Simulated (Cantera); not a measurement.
Standard-state values (1 bar) from the NASA 1993 polynomials, evaluated with Cantera. Values are per mole of reaction as written; species without (g) are pure solids or liquids, kept so even where they would boil at 1 bar. TiC: taken at fixed stoichiometry.

2 Ti + C2H6(g) → 6 H(g) + 2 TiC

| T (K) | ΔH° (kJ) | ΔS° (J/K) | ΔG° (kJ) | log10 K | condensed phases |
|---|---|---|---|---|---|
| 300 | ___ | ___ | ___ | ___ | Ti(α), TiC(s) |
| 1498 | 1079.0 | 540.8 | 268.9 | -9.38 | Ti(β), TiC(s) |
| 1548 | 1080.1 | 541.5 | 241.9 | -8.16 | Ti(β), TiC(s) |
| 1598 | 1081.1 | 542.1 | 214.8 | -7.02 | Ti(β), TiC(s) |
| 1648 | 1081.9 | 542.7 | 187.6 | -5.95 | Ti(β), TiC(s) |
| 1698 | 1082.7 | 543.1 | 160.5 | -4.94 | Ti(β), TiC(s) |
| 1748 | ___ | ___ | ___ | ___ | Ti(β), TiC(s) |
| 1798 | 1083.9 | 543.8 | 106.2 | -3.08 | Ti(β), TiC(s) |

Q: Complete the blanks.

A: 
- 300, ΔH° (kJ): 1023.8
- 300, ΔS° (J/K): 446.6
- 300, ΔG° (kJ): 889.8
- 300, log10 K: -154.93
- 1748, ΔH° (kJ): 1083.3
- 1748, ΔS° (J/K): 543.5
- 1748, ΔG° (kJ): 133.3
- 1748, log10 K: -3.98
